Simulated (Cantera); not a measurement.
**Silicon etching in halogen gases: Si + F2 + HF**

Charge: 1 mol Si, a varied amount of F2, 4.7 mol HF, at 802 °C and 750 Torr.

These are equilibrium values from Cantera (NASA tables, ideal gas, pure condensed phases), not measurements of a reactor. Candidate condensed phases: Si; 25 gas species. Kinetics and transport are ignored.

```json
[
 {"n(F2) (mol)": "0.7", "x HF": "0.477", "x F2": "<1e-12", "x H2": "0.295", "x SiF4": "0.227", "x F": "<1e-12"},
 {"n(F2) (mol)": "0.91", "x HF": "0.547", "x F2": "<1e-12", "x H2": "0.236", "x SiF4": "0.217", "x F": "<1e-12"},
 {"n(F2) (mol)": "1.2", "x HF": "0.633", "x F2": "<1e-12", "x H2": "0.163", "x SiF4": "0.204", "x F": "<1e-12"},
 {"n(F2) (mol)": "1.5", "x HF": "0.712", "x F2": "<1e-12", "x H2": "0.0962", "x SiF4": "0.192", "x F": "<1e-12"},
 {"n(F2) (mol)": "2", "x HF": "0.825", "x F2": "<1e-12", "x H2": "1.75e-10", "x SiF4": "0.175", "x F": "3.50e-10"},
 {"n(F2) (mol)": "2.5", "x HF": "0.741", "x F2": "0.0557", "x H2": "<1e-12", "x SiF4": "0.158", "x F": "0.0463"},
 {"n(F2) (mol)": "3.3", "x HF": "0.647", "x F2": "0.142", "x H2": "<1e-12", "x SiF4": "0.138", "x F": "0.0739"},
 {"n(F2) (mol)": "4.2", "x HF": "0.568", "x F2": "0.220", "x H2": "<1e-12", "x SiF4": "0.121", "x F": "0.0919"},
 {"n(F2) (mol)": "5.5", "x HF": "0.483", "x F2": "0.306", "x H2": "<1e-12", "x SiF4": "0.103", "x F": "0.108"},
 {"n(F2) (mol)": "7.1", "x HF": "0.409", "x F2": "0.383", "x H2": "<1e-12", "x SiF4": "0.0870", "x F": "0.121"},
 {"n(F2) (mol)": "9.2", "x HF": "0.340", "x F2": "0.455", "x H2": "<1e-12", "x SiF4": "0.0724", "x F": "0.132"}
]
```
x: gas mole fraction; nothing condenses.

From 0.7 mol F2 to 9.2 mol F2 nothing is condensed. The main Si-bearing gas is SiF4 throughout.
